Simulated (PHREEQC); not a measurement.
Consider water at 48 °C with 0.13 mol KH2PO4 and 0.00027 mol NiSO4 per kg of water. Closed to the air; pH follows from the charge balance.

Model: ion-association model, wateq4f.dat, run in PHREEQC.

| Item | Result |
|---|---|
| pH | 4.47 |
| ionic strength | 0.132 mol/kgw |

```tsv
species	molality	activity	log γ
K+	0.130	0.0954	-0.134
H2PO4-	0.129	0.0983	-0.117
H3PO4	0.000618	0.000637	0.013
HPO4-2	0.000612	0.000202	-0.482
Ni+2	0.000269	8.84e-5	-0.483
SO4-2	0.000190	6.17e-5	-0.487
KSO4-	7.87e-5	6.01e-5	-0.117
KHPO4-	4.91e-5	3.75e-5	-0.117
H+	4.22e-5	3.41e-5	-0.093
NiSO4	1.24e-6	1.28e-6	0.013
HSO4-	4.71e-7	3.53e-7	-0.125
NiOH+	2.11e-9	1.60e-9	-0.121
```

This is a speciation only: nothing precipitates in the calculation. Species that the database lacks are ignored. H3PO4, which wateq4f.dat lacks, is added to it with the constant of phreeqc.dat. Away from 25 °C the constants follow the database's enthalpies or fits; those with neither stay at their 25 °C values. The database has no phosphate complexes of Ni.
